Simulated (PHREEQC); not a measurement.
# Phosphoric acid bath

Make-up at 20 °C: 20 mmol/kgw H3PO4 and 39 mmol/kgw H2SO4. Closed to the air; pH follows from the charge balance.

Equilibrium calculation in PHREEQC: ion-association model, wateq4f.dat.

Each row changes one thing in this solution. This is a speciation only: nothing precipitates in the calculation.

```csv
case,pH,ionic strength (mol/kgw),H3PO4 (mol/kgw),H2PO4- (mol/kgw),HPO4-2 (mol/kgw)
as made,1.34,0.0672,0.0167,0.00327,8.12e-9
H3PO4 from 0.02 to 0.04 mol/kgw,1.32,0.0695,0.0337,0.00631,1.51e-8
H2SO4 left out,2.06,0.00954,0.0105,0.00954,8.85e-8
0.00042 mol/kgw NaHCO3 added,1.34,0.0673,0.0167,0.00329,8.22e-9
diluted 2-fold with water,1.58,0.0385,0.00752,0.00248,9.64e-9
H2SO4 from 0.039 to 0.0078 mol/kgw,1.78,0.0226,0.0133,0.00673,3.77e-8
```

Complexes and solids missing from the database can't appear. H3PO4, which wateq4f.dat lacks, is added to it with the constant of phreeqc.dat.
